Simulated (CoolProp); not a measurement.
Model: reference Helmholtz-energy equation of state, Thol 2017, in CoolProp.

Problem. For octamethyltrisiloxane (MDM), give the phase and the cp (kJ/(kg K)), speed of sound (m/s), Joule-Thomson coefficient (K/MPa) at 301.85 °C and 0.0227 MPa; 301.85 °C and 0.653 MPa; 301.85 °C and 2.75 MPa.

Solution. 
- 301.85 °C and 0.0227 MPa: gas; cp 2.09, speed of sound 143, Joule-Thomson coefficient 8.21
- 301.85 °C and 0.653 MPa: gas; cp 2.17, speed of sound 120, Joule-Thomson coefficient 11.2
- 301.85 °C and 2.75 MPa: supercritical; cp 2.63, speed of sound 165, Joule-Thomson coefficient 2.18
